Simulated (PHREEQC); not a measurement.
Model water analysis in mg/kgw, 30 °C, pH 2.43, pe 8.5:

```tsv
constituent	mg/kgw
Na	142
K	43.9
Ca	23.4
Mg	9.85
Cl	57
S(6) as SO4	718
O(0) (dissolved oxygen)	0.229
```

Na is adjusted to close the charge balance.
Valence states are taken as typed.

All values are PHREEQC results (ion-association model, wateq4f.dat), not measurements.

- ionic strength = 0.0205 mol/kgw
- total alkalinity = -5.67 meq/kg

| species | molality | activity | log γ |
|---|---|---|---|
| Na+ | 0.00766 | 0.00666 | -0.060 |
| SO4-2 | 0.00554 | 0.00319 | -0.240 |
| H+ | 0.00419 | 0.00371 | -0.052 |
| Cl- | 0.00161 | 0.00139 | -0.063 |
| HSO4- | 0.00148 | 0.00129 | -0.061 |
| K+ | 0.00110 | 0.000948 | -0.063 |
| Ca+2 | 0.000418 | 0.000243 | -0.235 |
| Mg+2 | 0.000271 | 0.000159 | -0.230 |
| CaSO4 | 0.000161 | 0.000162 | 0.002 |
| MgSO4 | 0.000135 | 0.000135 | 0.002 |
| NaSO4- | 0.000126 | 0.000110 | -0.059 |
| KSO4- | 2.65e-5 | 2.32e-5 | -0.059 |
| O2 | 7.16e-6 | 7.19e-6 | 0.002 |
| CaHSO4+ | 4.34e-6 | 3.77e-6 | -0.061 |

No solid was allowed to form.
